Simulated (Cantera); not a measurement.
Input: 1 mol TiCl4, 7.1 mol O2, equilibrated at 2123 K and 13300 Pa.

These are equilibrium values from Cantera (NASA tables, ideal gas, pure condensed phases), not measurements of a reactor. Candidate condensed phases: Ti, TiCl2, TiCl3, TiCl4, TiO, TiO2, Ti2O3, Ti3O5, Ti4O7; 15 gas species. Kinetics and transport are ignored.

Base state: O2 0.609, Cl 0.372, Cl2 0.0139, O 0.00348, ClO 0.00146, TiOCl2 0.000134, TiO2 1.34e-5, TiCl4 1.11e-5 (mole fractions); condensed: TiO2(rutile).

Task: What changes in the equilibrium state with this change: O2 from 7.1 to 0.28 mol?

Result: 
| species | before | after |
|---|---|---|
| Cl | 0.372 | 0.579 |
| TiCl4 | 1.11e-5 | 0.304 |
| TiCl3 | 3.49e-6 | 0.0614 |
| O2 | 0.609 | 0.000131 |
| TiOCl2 | 0.000134 | 0.0221 |
| Cl2 | 0.0139 | 0.0338 |
| TiCl2 | 1.32e-8 | 0.000150 |
| O | 0.00348 | 5.10e-5 |
| ClO | 0.00146 | 3.34e-5 |
| TiO2 | 1.34e-5 | 1.34e-5 |
| TiO2(rutile), mol | 0.998 | 0.258 |
The tables' values for TiCl2 are old estimates; treat these amounts as uncertain.

Task: What changes in the equilibrium state with this change: O2 from 7.1 to 0.46 mol?

Result: 
```tsv
species	before	after
Cl	0.372	0.710
TiCl4	1.11e-5	0.190
Cl2	0.0139	0.0508
O2	0.609	0.000473
TiCl3	3.49e-6	0.0313
TiOCl2	0.000134	0.0175
TiCl2	1.32e-8	6.22e-5
O	0.00348	9.71e-5
ClO	0.00146	7.79e-5
TiO2	1.34e-5	1.34e-5
TiO2(rutile), mol	0.998	0.438
```
The tables' values for TiCl2 are old estimates; treat these amounts as uncertain.

Task: What changes in the equilibrium state with this change: temperature from 2123 K to 1475 K?

Result: 
| species | before | after |
|---|---|---|
| O2 | 0.609 | 0.730 |
| Cl2 | 0.0139 | 0.208 |
| Cl | 0.372 | 0.0615 |
| TiCl4 | 1.11e-5 | 2.94e-5 |
| TiO2 | 1.34e-5 | <1e-9 |
| TiOCl2 | 0.000134 | 1.39e-7 |
| O | 0.00348 | 6.72e-6 |
| ClO | 0.00146 | 0.000487 |
| TiO2(rutile), mol | 0.998 | 1.000 |
